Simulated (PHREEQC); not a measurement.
A PHREEQC speciation (ion-association model, wateq4f.dat) at 25 °C gives pH 5.38 and these molalities:

```csv
species,mol/kgw
NH4+,0.137
SO4-2,0.0542
NH4SO4-,0.0288
NH3,1.41e-5
HSO4-,8.89e-6
```

**Question.** What are the element totals, and what could have been dissolved in 1 kg of water to give them?

**Answer.** Several could match; the one computed here: totals N(-3) 0.166, S(6) 0.0830 mol/kgw, from 0.083 mol/kgw (NH4)2SO4.

No solid was allowed to form. Species that the database lacks are ignored.
